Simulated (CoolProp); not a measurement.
Values from CoolProp's reference Helmholtz-energy equation of state, Gao 2022.

Task: Give the vapour pressure (MPa), vapour density (kg/m³) of saturated n-perfluorobutane at 332.5 K.

Result: 
| T (K) | p (MPa) | vapour density (kg/m³) |
|---|---|---|
| 332.5 | 0.708 | 76.4 |
